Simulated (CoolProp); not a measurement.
R407C at 339.44 K and 8.88 MPa flows at 6.4 m/s in a round tube of 4.6 mm bore and 1.5 µm roughness, fully developed (64/Re and Nu = 3.66 if laminar; Colebrook and Gnielinski if turbulent). Each further row changes one setting.

Computed with CoolProp (reference Helmholtz-energy equation of state, Lemmon 2003). It is a pseudo-pure fit of the blend.

| case | Reynolds number | Darcy friction factor | pressure drop (Pa/m) | heat-transfer coefficient (W/(m² K)) | mass flow (kg/h) |
|---|---|---|---|---|---|
| as stated | 269000 | 0.0173 | 78200 | ? | 388 |
| velocity 12.8 m/s | 538000 | ? | 296000 | 29600 | 776 |
| diameter 9.2 mm | 538000 | 0.0150 | 33800 | 13700 | ? |

Question: Fill in the missing entries.

Answer: 
- as stated, heat-transfer coefficient (W/(m² K)): 15500
- velocity 12.8 m/s, Darcy friction factor: 0.0164
- diameter 9.2 mm, mass flow (kg/h): 1550

Viscosity comes from a separate model (Geller 2000). Thermal conductivity comes from a separate model (Geller 2001).
